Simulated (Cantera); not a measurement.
Charge: 1 mol SiH₂Cl₂, 8 mol NH₃, 35 mol H₂, held at 450 °C and 13.3 mbar.

Method: chemical equilibrium by Gibbs-energy minimisation in Cantera with the NASA 1993 tables (ideal gas, pure condensed phases). Candidate condensed phases: NH₄Cl, Si, Si₃N₄; 28 gas species. Kinetics and transport are ignored.

Base state: H₂ 0.898, N₂ 0.0637, HCl 0.0382, NH₃ 2.01e-5 (mole fractions); condensed: Si₃N₄(s).

Problem. What changes in the equilibrium state with this change: SiH₂Cl₂ replaced by SiCl₄?

Solution. 
| species | before | after |
|---|---|---|
| H₂ | 0.898 | 0.860 |
| HCl | 0.0382 | 0.0760 |
| N₂ | 0.0637 | 0.0638 |
| SiCl₄ | 5.93e-6 | 0.000101 |
| NH₃ | 2.01e-5 | 1.88e-5 |
| Si₃N₄(s), mol | 0.333 | 0.332 |
